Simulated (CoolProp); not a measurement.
Neopentane along the isobar 2.95 MPa: Z from the reference equation and from simpler models built on Tc = 433.7 K, pc = 3.196 MPa, ω = 0.196; each cubic takes its own stable root.

Model: reference Helmholtz-energy equation of state, Lemmon 2006, in CoolProp. It is a short technical equation, of lower accuracy than the large ones.

| T (K) | phase | reference | van der Waals | Soave-Redlich-Kwong | Peng-Robinson |
|---|---|---|---|---|---|
| 339.2 | liquid | 0.1392 | 0.2155 | 0.1486 | 0.1313 |
| 356 | liquid | 0.1383 | 0.2139 | 0.1490 | 0.1317 |
| 372.7 | liquid | 0.1386 | 0.2145 | 0.1515 | 0.1339 |
| 389.5 | liquid | 0.1409 | 0.2183 | 0.1569 | 0.1389 |
| 406.2 | liquid | 0.1464 | 0.2281 | 0.1679 | 0.1492 |
| 423 | liquid | 0.1618 | 0.2603 | 0.1970 | 0.1764 |
| 439.8 | gas | 0.5710 | 0.6065 | 0.5829 | 0.5546 |
| 456.5 | gas | 0.6605 | 0.6717 | 0.6693 | 0.6417 |
| 473.3 | gas | 0.7178 | 0.7168 | 0.7262 | 0.6993 |
| 490 | gas | 0.7598 | 0.7512 | 0.7684 | 0.7424 |
| 506.8 | gas | 0.7929 | 0.7791 | 0.8020 | 0.7767 |
